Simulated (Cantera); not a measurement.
A freely propagating, adiabatic, planar premixed flame of CH4 : O2 : N2 = 1 : 1.82 : 6.84 (molar parts), equivalence ratio 1.1, unburnt at 623 K and 5.00 bar; mixture-averaged transport, grid criteria slope 0.08 and curve 0.16, no radiation.

Cantera simulation using GRI-Mech 3.0 (53 species, 325 reactions); the numbers are that mechanism's predictions, not measurements. Burning velocities carry a grid error of a few per cent, more on coarse grids.

How do the results move with these cheaper or finer settings: unity-Lewis-number transport; multicomponent transport; multicomponent+Soret transport; grid criteria slope 0.5, curve 1; grid criteria slope 0.25, curve 0.5; grid criteria slope 0.03, curve 0.06?


```json
[
 {"setting": "as above", "laminar burning velocity": "80.9 cm/s", "thermal thickness": "0.0958 mm", "peak x(H2O2)": "3.63e-5", "peak x(O)": "0.00169", "grid points": "143"},
 {"setting": "unity-Lewis-number transport", "laminar burning velocity": "58.5 cm/s", "thermal thickness": "0.114 mm", "peak x(H2O2)": "6.24e-6", "peak x(O)": "0.00186", "grid points": "133"},
 {"setting": "multicomponent transport", "laminar burning velocity": "81.3 cm/s", "thermal thickness": "0.0972 mm", "peak x(H2O2)": "3.44e-5", "peak x(O)": "0.00170", "grid points": "143"},
 {"setting": "multicomponent+Soret transport", "laminar burning velocity": "80.3 cm/s", "thermal thickness": "0.0973 mm", "peak x(H2O2)": "3.36e-5", "peak x(O)": "0.00174", "grid points": "143"},
 {"setting": "grid criteria slope 0.5, curve 1", "laminar burning velocity": "93.9 cm/s", "thermal thickness": "0.105 mm", "peak x(H2O2)": "3.96e-5", "peak x(O)": "0.00186", "grid points": "34"},
 {"setting": "grid criteria slope 0.25, curve 0.5", "laminar burning velocity": "85.0 cm/s", "thermal thickness": "0.0980 mm", "peak x(H2O2)": "3.78e-5", "peak x(O)": "0.00176", "grid points": "62"},
 {"setting": "grid criteria slope 0.03, curve 0.06", "laminar burning velocity": "79.9 cm/s", "thermal thickness": "0.0950 mm", "peak x(H2O2)": "3.63e-5", "peak x(O)": "0.00168", "grid points": "349"}
]
```
The base run took roughly 12 core-seconds.
Unity Lewis numbers drop preferential diffusion, which matters most where H2 and H carry the flame; Soret adds thermal diffusion.
